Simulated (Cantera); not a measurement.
Stirred combustor or abatement burner

A perfectly stirred reactor is fed with CO : H₂ : CH₄ : O₂ : N₂ : CO₂ = 1.6 : 0.44 : 1.3 : 3.32 : 12.5 : 1.8 (molar parts), equivalence ratio 1.1, at 16.0 bar; it is adiabatic with a 350 K inlet, and is followed from long to short residence time, starting on the burning branch (τ in s: 0.3, 0.13, 0.058, 0.025, 0.011, 0.0048, 0.0021, 0.0009, 0.00039, 0.00017, 7.4e-05).

Model: GRI-Mech 3.0 (53 species, 325 reactions), integrated in Cantera. The pressure lies above the range GRI-Mech 3.0 was tuned for (to about 10 atm).

```json
[
 {"τ (s)": "0.30", "T (K)": "2148", "x CO": "0.0265", "x H₂": "0.00369", "x CH₄": "1.63e-6", "x NO₂": "1.96e-8", "x C₂H₄": "7.58e-11", "x H": "7.20e-5"},
 {"τ (s)": "0.13", "T (K)": "2147", "x CO": "0.0266", "x H₂": "0.00370", "x CH₄": "3.13e-6", "x NO₂": "2.20e-8", "x C₂H₄": "2.99e-10", "x H": "8.06e-5"},
 {"τ (s)": "0.058", "T (K)": "2145", "x CO": "0.0267", "x H₂": "0.00372", "x CH₄": "5.39e-6", "x NO₂": "2.63e-8", "x C₂H₄": "9.60e-10", "x H": "9.51e-5"},
 {"τ (s)": "0.025", "T (K)": "2142", "x CO": "0.0270", "x H₂": "0.00377", "x CH₄": "8.78e-6", "x NO₂": "3.41e-8", "x C₂H₄": "2.79e-9", "x H": "0.000120"},
 {"τ (s)": "0.011", "T (K)": "2137", "x CO": "0.0276", "x H₂": "0.00384", "x CH₄": "1.37e-5", "x NO₂": "4.60e-8", "x C₂H₄": "7.11e-9", "x H": "0.000156"},
 {"τ (s)": "0.0048", "T (K)": "2129", "x CO": "0.0284", "x H₂": "0.00397", "x CH₄": "2.14e-5", "x NO₂": "6.21e-8", "x C₂H₄": "1.74e-8", "x H": "0.000208"},
 {"τ (s)": "0.0021", "T (K)": "2117", "x CO": "0.0298", "x H₂": "0.00416", "x CH₄": "3.45e-5", "x NO₂": "8.08e-8", "x C₂H₄": "4.17e-8", "x H": "0.000281"},
 {"τ (s)": "0.00090", "T (K)": "2099", "x CO": "0.0319", "x H₂": "0.00445", "x CH₄": "5.86e-5", "x NO₂": "9.95e-8", "x C₂H₄": "1.03e-7", "x H": "0.000384"},
 {"τ (s)": "0.00039", "T (K)": "2073", "x CO": "0.0349", "x H₂": "0.00487", "x CH₄": "0.000104", "x NO₂": "1.12e-7", "x C₂H₄": "2.60e-7", "x H": "0.000524"},
 {"τ (s)": "0.00017", "T (K)": "2034", "x CO": "0.0394", "x H₂": "0.00543", "x CH₄": "0.000200", "x NO₂": "1.13e-7", "x C₂H₄": "7.07e-7", "x H": "0.000700"},
 {"τ (s)": "7.4e-5", "T (K)": "1972", "x CO": "0.0467", "x H₂": "0.00623", "x CH₄": "0.000457", "x NO₂": "9.42e-8", "x C₂H₄": "2.57e-6", "x H": "0.000853"}
]
```
x: mole fraction; the columns are a selection and need not sum to one.
